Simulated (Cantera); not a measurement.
Source: NASA polynomial tables (part measured, part estimated), evaluated in Cantera. Values are per mole of reaction as written; species without (g) are pure solids or liquids, kept so even where they would boil at 1 bar.

3 F(g) + Al = AlF3(g), with ΔH° = -1447.5 kJ and ΔS° = -228.0 J/K at 300 K.

How far is the shortcut ΔG° ≈ ΔH°(300 K) − T·ΔS°(300 K) from the full temperature-dependent value at 1775, 1850, 1925, 2000, 2075, 2150, 2225 K?


```json
[
 {"T (K)": "1775", "shortcut (kJ)": "-1042.8", "full (kJ)": "-998.3", "difference (kJ)": "-44.4", "difference in log10 K": "1.31", "condensed phases": "Al(l)"},
 {"T (K)": "1850", "shortcut (kJ)": "-1025.7", "full (kJ)": "-977.9", "difference (kJ)": "-47.8", "difference in log10 K": "1.35", "condensed phases": "Al(l)"},
 {"T (K)": "1925", "shortcut (kJ)": "-1008.5", "full (kJ)": "-957.3", "difference (kJ)": "-51.2", "difference in log10 K": "1.39", "condensed phases": "Al(l)"},
 {"T (K)": "2000", "shortcut (kJ)": "-991.4", "full (kJ)": "-936.8", "difference (kJ)": "-54.7", "difference in log10 K": "1.43", "condensed phases": "Al(l)"},
 {"T (K)": "2075", "shortcut (kJ)": "-974.3", "full (kJ)": "-916.2", "difference (kJ)": "-58.2", "difference in log10 K": "1.46", "condensed phases": "Al(l)"},
 {"T (K)": "2150", "shortcut (kJ)": "-957.2", "full (kJ)": "-895.5", "difference (kJ)": "-61.7", "difference in log10 K": "1.50", "condensed phases": "Al(l)"},
 {"T (K)": "2225", "shortcut (kJ)": "-940.1", "full (kJ)": "-874.9", "difference (kJ)": "-65.3", "difference in log10 K": "1.53", "condensed phases": "Al(l)"}
]
```
The shortcut ignores heat capacities and the phase changes listed.
